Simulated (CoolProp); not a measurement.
Vapour pressure (kPa) of n-nonane: the reference equation beside estimates from Tc = 321.4 °C, pc = 2282 kPa, ω = 0.443. Clausius-Clapeyron is anchored at 37.75 °C with a constant enthalpy of vaporisation of 45.57 kJ/mol.

Values from CoolProp's reference Helmholtz-energy equation of state, Lemmon 2006. It is a short technical equation, of lower accuracy than the large ones.

```tsv
T (°C)	reference	Lee-Kesler	Clausius-Clapeyron	van der Waals	Redlich-Kwong	Soave-Redlich-Kwong	Peng-Robinson
8.75	0.1940	0.1861	0.2031	43.87	2.392	0.1907	…
18.45	0.3800	0.3640	0.3877	55.59	3.929	0.3724	…
28.05	0.7020	0.6726	0.7059	69.27	6.170	0.6866	0.7656
37.75	1.245	…	1.245	85.38	9.393	1.217	1.337
47.35	2.106	2.027	2.112	103.8	…	2.059	2.231
57.05	3.449	…	3.490	125.0	19.77	3.374	3.611
66.65	5.429	5.263	5.578	148.9	27.52	5.320	5.632
76.35	8.325	8.105	8.727	176.0	37.56	8.173	8.568
85.95	…	…	13.27	205.9	50.08	12.16	12.64
95.65	17.95	17.63	19.83	239.6	…	17.71	18.26
```

Question: Fill in the missing entries.

Answer: 
- 8.75, Peng-Robinson: 0.2205
- 18.45, Peng-Robinson: 0.4223
- 37.75, Lee-Kesler: 1.195
- 47.35, Redlich-Kwong: 13.79
- 57.05, Lee-Kesler: 3.330
- 85.95, reference: 12.36
- 85.95, Lee-Kesler: 12.08
- 95.65, Redlich-Kwong: 65.72

Absolute difference from the reference over all 10 rows, mean and median: Lee-Kesler 3.3 and 3.6 %, Clausius-Clapeyron 3.4 and 2.4 %, van der Waals 6937.8 and 4176.5 %, Redlich-Kwong 585.8 and 514.0 %, Soave-Redlich-Kwong 1.9 and 2.0 %, Peng-Robinson 6.3 and 5.3 %.
